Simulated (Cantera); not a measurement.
Si + Cl2 + N2 (silicon etching in halogen gases)

Charge: 1 mol Si, a varied amount of Cl2, 7 mol N2, held at 1000 °C and 0.00133 bar.

These are equilibrium values from Cantera (NASA tables, ideal gas, pure condensed phases), not measurements of a reactor. Candidate condensed phases: Si, Si3N4; 13 gas species. N2 is the only nitrogen source here; it is nearly inert below about 1500 K, so the nitride shown seldom forms there in practice. The tables' values for SiCl3 are old estimates; treat these amounts as uncertain. Kinetics and transport are ignored.

At 1.1 mol Cl2 the condensed part is Si3N4(s). From 1.8 mol Cl2 to 6.5 mol Cl2 nothing is condensed. The main Si-bearing gas is SiCl4 throughout.

```
n(Cl2) (mol)   x N2    x Cl2     x Cl  x SiCl4   x SiCl2  x SiCl3  n Si3N4(s)
------------  -----  -------  -------  -------  --------  -------  ----------
1.1           0.914  7.55e-9  2.31e-5   0.0568    0.0170   0.0121       0.122
1.8           0.875  1.21e-8  2.93e-5   0.0922    0.0172   0.0156           0
2.5           0.804   0.0332   0.0485    0.115   7.82e-9  1.17e-5           0
3.1           0.740   0.0790   0.0748    0.106   3.03e-9  6.99e-6           0
3.8           0.680    0.127   0.0950   0.0972   1.72e-9  5.05e-6           0
4.5           0.630    0.170    0.110   0.0900   1.19e-9  4.05e-6           0
5.1           0.593    0.203    0.120   0.0847  9.44e-10  3.49e-6           0
5.8           0.555    0.237    0.129   0.0793  7.57e-10  3.03e-6           0
6.5           0.522    0.267    0.137   0.0745  6.31e-10  2.68e-6           0
```
x: gas mole fraction; n: condensed amount in mol.
